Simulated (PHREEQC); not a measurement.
Solution (20 °C): 1.1 mol NaCl and 0.0028 mol Na2B4O7 per kg of water. It is in equilibrium with CO2 at log p = -3.5 (atm). Otherwise closed; pH follows from the charge balance.

All values are PHREEQC results (Pitzer model, pitzer.dat), not measurements.

| quantity | before | after |
|---|---|---|
| pH | 8.39 | 5.52 |
| ionic strength (mol/kgw) | 1.11 | 1.10 |
| HCO3- (mol/kgw) | 0.00222 | 3.03e-6 |
| CO3-2 (mol/kgw) | 0.000169 | 3.14e-10 |
| CO2 (mol/kgw) | 1.04e-5 | 1.04e-5 |
| SI of Nahcolite (NaHCO3) | -2.65 | -5.52 |
| SI of Natron (Na2CO3:10H2O) | -4.45 | -10.18 |

Task: Which change was made?
A) Na2B4O7 left out
B) 0.015 mol/kgw CaSO4 added
C) NaCl left out
D) 0.002 mol/kgw H4SiO4 added
E) Na2B4O7 from 0.0028 to 0.0014 mol/kgw

Result: A, Na2B4O7 left out

This is a speciation only: nothing precipitates in the calculation. In brines, pH and single-ion activities rest on the MacInnes convention.
